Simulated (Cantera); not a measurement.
## Catalytic combustion on Pt

An isothermal plug-flow reactor at 848 K and 1.00 atm (inlet), inlet velocity 0.69 m/s, active area per volume 110 1/m; feed CO : O₂ : N₂ = 0.0092 : 0.013 : 0.79 (molar parts), equivalence ratio 0.35.

Cantera simulation using Deutschmann's 1995 Pt surface mechanism with GRI-Mech 3.0 gas chemistry; the numbers are that mechanism's predictions, not measurements. Catalytic surfaces can have several steady states; this one follows from the mechanism file's or the stated starting coverage. Mass transfer to the wall is taken as infinitely fast.

```json
[
 {"z (m)": "0.00041", "x CO": "0.00999", "x O₂": "0.0153", "x H₂O": "<1e-12", "x CO₂": "0.00135", "θ free Pt": "0.281", "θ O*": "0.00466", "θ CO*": "0.715"},
 {"z (m)": "0.00068", "x CO": "0.00904", "x O₂": "0.0149", "x H₂O": "<1e-12", "x CO₂": "0.00230", "θ free Pt": "0.293", "θ O*": "0.00502", "θ CO*": "0.702"},
 {"z (m)": "0.0011", "x CO": "0.00745", "x O₂": "0.0141", "x H₂O": "<1e-12", "x CO₂": "0.00390", "θ free Pt": "0.319", "θ O*": "0.00585", "θ CO*": "0.675"},
 {"z (m)": "0.0019", "x CO": "0.00350", "x O₂": "0.0121", "x H₂O": "<1e-12", "x CO₂": "0.00788", "θ free Pt": "0.440", "θ O*": "0.0118", "θ CO*": "0.548"},
 {"z (m)": "0.0031", "x CO": "0.000154", "x O₂": "0.0105", "x H₂O": "<1e-12", "x CO₂": "0.0112", "θ free Pt": "0.146", "θ O*": "0.854", "θ CO*": "0.000194"},
 {"z (m)": "0.0052", "x CO": "1.88e-5", "x O₂": "0.0104", "x H₂O": "<1e-12", "x CO₂": "0.0114", "θ free Pt": "0.135", "θ O*": "0.865", "θ CO*": "2.01e-5"},
 {"z (m)": "0.0087", "x CO": "6.97e-7", "x O₂": "0.0104", "x H₂O": "<1e-12", "x CO₂": "0.0114", "θ free Pt": "0.134", "θ O*": "0.866", "θ CO*": "7.32e-7"},
 {"z (m)": "0.015", "x CO": "1.91e-9", "x O₂": "0.0104", "x H₂O": "<1e-12", "x CO₂": "0.0114", "θ free Pt": "0.134", "θ O*": "0.866", "θ CO*": "2.01e-9"},
 {"z (m)": "0.024", "x CO": "<1e-12", "x O₂": "0.0104", "x H₂O": "<1e-12", "x CO₂": "0.0114", "θ free Pt": "0.134", "θ O*": "0.866", "θ CO*": "<1e-12"},
 {"z (m)": "0.041", "x CO": "<1e-12", "x O₂": "0.0104", "x H₂O": "<1e-12", "x CO₂": "0.0114", "θ free Pt": "0.134", "θ O*": "0.866", "θ CO*": "<1e-12"}
]
```
x: gas mole fraction; θ: surface coverage.
